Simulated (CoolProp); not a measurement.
Vapour-liquid equilibrium of ethane (1) + CHF3 (R23) (2) at -34.25 °C; x and y are mole fractions of (1).

Model: multi-fluid Helmholtz-energy mixture model, Bücker 2006 and Penoncello 2003; pair parameters Bell 2016, in CoolProp.

Q: Give the bubble pressure and the first vapour's composition at x = 0.275, 0.35, 0.95. Is there an azeotrope?

A: x = 0.275: 1.353 MPa, y = 0.427; x = 0.35: 1.383 MPa, y = 0.458; x = 0.95: 1.073 MPa, y = 0.853. y crosses x between x = 0.5 and 0.575: the model has an azeotrope there.

The pair parameters rest on a limited set of measurements; away from them the model extrapolates. With so large a gap from Raoult's law the liquid may split in two, which this calculation doesn't test in full.
